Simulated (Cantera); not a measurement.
Input (Python, Cantera):

```python
import numpy as np
import cantera as ct

gas = ct.Solution("gri30.yaml")
gas.TP = 300, 79000
flame = ct.CounterflowDiffusionFlame(gas, width=0.02)
flame.fuel_inlet.X, flame.fuel_inlet.T = {'C3H8': 1, 'N2': 1}, 373
flame.oxidizer_inlet.X, flame.oxidizer_inlet.T = {'O2': 0.19, 'N2': 0.81}, 348
flame.set_refine_criteria(ratio=3, slope=0.12, curve=0.24, prune=0.03)
show = ['OH', 'H', 'NO', 'CO', 'C2H2']

rows = []
print(f"{'mdot':>8s}{'a_max':>10s}{'a_mean':>10s}{'Tmax/K':>9s}" + "".join(f"{s:>11s}" for s in show) + "   (peak mole fractions)")
for i, mdot in enumerate([0.2, 0.26, 0.33, 0.43, 0.56, 0.73, 0.95, 1.2, 1.6, 2.1]):  # kg/m2/s on the oxidiser side
    flame.oxidizer_inlet.mdot, flame.fuel_inlet.mdot = mdot, 1.1 * mdot
    flame.solve(loglevel=0, auto=(i == 0))
    if flame.T.max() < max(373, 348) + 100:
        print(f"{mdot:8.3g}  no burning solution found from the previous one")
        break
    dT = np.abs(np.gradient(flame.T, flame.grid))
    rows.append([flame.strain_rate("max"), flame.strain_rate("mean"), flame.T.max(),
                 *(flame.X[gas.species_index(s)].max() for s in show), max(dT[0], dT[-1]) / dT.max()])
    print(f"{mdot:8.3g}{rows[-1][0]:10.1f}{rows[-1][1]:10.1f}{rows[-1][2]:9.1f}" + "".join(f"{x:11.3e}" for x in rows[-1][3:-1]))
```

It prints:

```
    mdot     a_max    a_mean   Tmax/K         OH          H         NO         CO       C2H2   (peak mole fractions)
     0.2     150.6      24.7   1842.0  4.278e-03  3.266e-03  1.423e-04  4.474e-02  2.263e-02
    0.26     188.9      32.1   1825.9  4.215e-03  3.396e-03  1.308e-04  4.509e-02  2.127e-02
    0.33     232.7      40.8   1811.0  4.134e-03  3.497e-03  1.192e-04  4.547e-02  1.997e-02
    0.43     293.9      53.1   1794.1  4.025e-03  3.593e-03  1.053e-04  4.605e-02  1.850e-02
    0.56     372.3      69.2   1777.3  3.900e-03  3.667e-03  9.076e-05  4.689e-02  1.699e-02
    0.73     472.7      90.2   1757.1  3.721e-03  3.690e-03  7.456e-05  4.793e-02  1.525e-02
    0.95     600.2     117.4   1732.1  3.470e-03  3.631e-03  5.700e-05  4.927e-02  1.321e-02
     1.2     741.7     148.2   1704.6  3.176e-03  3.489e-03  4.093e-05  5.081e-02  1.109e-02
     1.6     958.4     197.7   1651.6  2.592e-03  3.020e-03  1.995e-05  5.325e-02  7.571e-03
     2.1  no burning solution found from the previous one
```

Model: GRI-Mech 3.0 (53 species, 325 reactions), integrated in Cantera. GRI-Mech 3.0 was tuned for natural gas; its chemistry of propane as a main component is partial and can be far from experiment. GRI-Mech 3.0 has no aromatics or soot, which form on the fuel side of real flames. The maximum strain rate includes the flame's own expansion and is several times the mean. A flux with no burning solution from the previous one only brackets extinction.
